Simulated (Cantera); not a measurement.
Feed: 1 mol FeS, 26 mol H2, 43 mol N2, equilibrated at 10.0 Torr.

Cantera equilibrium calculation (NASA polynomials, part measured and part estimated; ideal gas, pure solids and liquids). Candidate condensed phases: Fe, FeS, FeS2, S; 16 gas species. Metal and sulfide melt together well below either melting point, which pure phases cannot show. Mutual solubility and eutectic melting of coexisting phases are not modelled. FeS: taken at fixed stoichiometry. Gases not in the tables: S3 to S7. Equilibrium is a limit: real reactors are often held back by kinetics, nucleation or transport.

log p: log10 of the partial pressure in bar; n: condensed amount in mol.

| T (K) | log p N2 | log p H2 | log p H2S | log p S2 | log p SH | n Fe(α) | n FeS(s) | n Fe(γ) |
|---|---|---|---|---|---|---|---|---|
| 925 | -2.08 | -2.30 | -5.53 | -11.50 | -10.30 | 0.0151 | 0.985 | 0 |
| 975 | -2.08 | -2.30 | ___ | ___ | ___ | ___ | 0.977 | 0 |
| 1025 | -2.08 | -2.30 | -5.17 | -9.79 | -9.03 | 0.0347 | 0.965 | 0 |
| 1075 | -2.08 | -2.30 | -5.02 | -9.04 | -8.49 | 0.0499 | 0.950 | 0 |
| 1125 | -2.08 | -2.30 | -4.87 | -8.36 | -7.98 | 0.0699 | 0.930 | 0 |
| 1175 | -2.08 | -2.30 | -4.74 | -7.74 | -7.53 | 0.0951 | 0.905 | 0 |
| 1225 | -2.08 | -2.30 | -4.61 | -7.16 | -7.10 | 0 | 0.873 | 0.127 |
| 1275 | -2.08 | -2.30 | -4.50 | -6.64 | -6.72 | 0 | 0.834 | 0.166 |
| 1325 | -2.08 | -2.30 | ___ | ___ | ___ | 0 | 0.785 | ___ |
| 1375 | -2.08 | -2.30 | -4.31 | -5.70 | -6.03 | 0 | 0.719 | 0.281 |

Problem. What belongs in the gaps?

Solution. 
- 975, log p H2S: -5.35
- 975, log p S2: -10.60
- 975, log p SH: -9.64
- 975, n Fe(α): 0.0234
- 1325, log p H2S: -4.40
- 1325, log p S2: -6.15
- 1325, log p SH: -6.36
- 1325, n Fe(γ): 0.215
